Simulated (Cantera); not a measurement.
Input (Python, Cantera) and output of one run.

```python
import numpy as np
import cantera as ct

gas_names = """
    H HO2 H2 H2O H2O2 O OH O2 O3 Zr ZrO ZrO2
""".split()
cond_names = """
    H2O(s) H2O(L) Zr(a) Zr(b) Zr(L) ZrO2(a) ZrO2(b) ZrO2(L)
""".split()


def load(file, names, dense=False):
    # The tables refer to 1 bar. Condensed volumes are neglected.
    table = {s.name: s for s in ct.Species.list_from_file(file)}
    out = []
    for n in names:
        d = dict(table[n].input_data)
        d["thermo"] = dict(d["thermo"], **{"reference-pressure": 1e5})
        if dense:
            d["equation-of-state"] = {"model": "constant-volume", "density": "1e6 g/cm^3"}
        out.append(ct.Species.from_dict(d))
    return out


gas = ct.Solution(thermo="ideal-gas", species=load("nasa_gas.yaml", gas_names))
cond = {s.name: ct.Solution(thermo="fixed-stoichiometry", species=[s], name=s.name)
        for s in load("nasa_condensed.yaml", cond_names, dense=True)}
atoms = {
    'Zr': {'Zr': 1},
    'H2O': {'H': 2, 'O': 1},
    'H2': {'H': 2},
}
top_T = {}  # K; cautious upper limits of use, not melting points


def equilibrate(T, P, feed):
    n = {}
    for name, mol in feed.items():
        for a, k in atoms[name].items():
            n[a] = n.get(a, 0.0) + k * mol
    gas.TPX = T, P, n
    mass = sum(n.values()) * gas.mean_molecular_weight
    gas.equilibrate("TP")
    valid = [c for c in cond.values() if c.min_temp <= T <= top_T.get(c.name, c.max_temp)]
    mix = ct.Mixture([(gas, mass / gas.mean_molecular_weight)] + [(c, 0.0) for c in valid])
    mix.T, mix.P = T, P
    mix.equilibrate("TP", solver="vcs", rtol=1e-11, max_steps=5000)
    return mix


results = []
T = 1423.15  # K
P = 0.31  # Pa
for m in [0.013, 0.031, 0.074, 0.18, 0.42, 1, 2.4, 5.7]:
    feed = {'Zr': 1, 'H2O': m, 'H2': 1.7}  # mol
    mix = equilibrate(T, P, feed)
    results.append((T, P, feed, dict(zip(mix.species_names, mix.species_moles))))
    x = sorted(zip(gas.X, gas.species_names), reverse=True)
    print(f"T = {T:g} K  P = {P:g} Pa  n(H2O) = {m:g} mol  gas = {mix.phase_moles(0):.4g} mol")
    print("   x: " + "  ".join(f"{s} {v:.3e}" for v, s in x if v > 1e-05))
    print("   condensed (mol): " + ("  ".join(f"{mix.phase(i).name} {mix.phase_moles(i):.4g}"
          for i in range(1, mix.n_phases) if mix.phase_moles(i) > 1e-12) or "none"))
```

It prints:

```
T = 1423.15 K  P = 0.31 Pa  n(H2O) = 0.013 mol  gas = 1.716 mol
   x: H2 9.962e-01  H 3.773e-03
   condensed (mol): Zr(b) 0.9935  ZrO2(a) 0.0065
T = 1423.15 K  P = 0.31 Pa  n(H2O) = 0.031 mol  gas = 1.734 mol
   x: H2 9.962e-01  H 3.773e-03
   condensed (mol): Zr(b) 0.9845  ZrO2(a) 0.0155
T = 1423.15 K  P = 0.31 Pa  n(H2O) = 0.074 mol  gas = 1.777 mol
   x: H2 9.962e-01  H 3.773e-03
   condensed (mol): Zr(b) 0.963  ZrO2(a) 0.037
T = 1423.15 K  P = 0.31 Pa  n(H2O) = 0.18 mol  gas = 1.884 mol
   x: H2 9.962e-01  H 3.773e-03
   condensed (mol): Zr(b) 0.91  ZrO2(a) 0.09
T = 1423.15 K  P = 0.31 Pa  n(H2O) = 0.42 mol  gas = 2.124 mol
   x: H2 9.962e-01  H 3.773e-03
   condensed (mol): Zr(b) 0.79  ZrO2(a) 0.21
T = 1423.15 K  P = 0.31 Pa  n(H2O) = 1 mol  gas = 2.705 mol
   x: H2 9.962e-01  H 3.773e-03
   condensed (mol): Zr(b) 0.5  ZrO2(a) 0.5
T = 1423.15 K  P = 0.31 Pa  n(H2O) = 2.4 mol  gas = 4.107 mol
   x: H2 8.990e-01  H2O 9.738e-02  H 3.584e-03
   condensed (mol): ZrO2(a) 1
T = 1423.15 K  P = 0.31 Pa  n(H2O) = 5.7 mol  gas = 7.41 mol
   x: H2O 4.993e-01  H2 4.980e-01  H 2.668e-03  OH 5.807e-05
   condensed (mol): ZrO2(a) 1
```

These are equilibrium values from Cantera (NASA tables, ideal gas, pure condensed phases), not measurements of a reactor. Mutual solubility and eutectic melting of coexisting phases are not modelled. Condensed phases not in the tables: N, O or C dissolved in the metal.
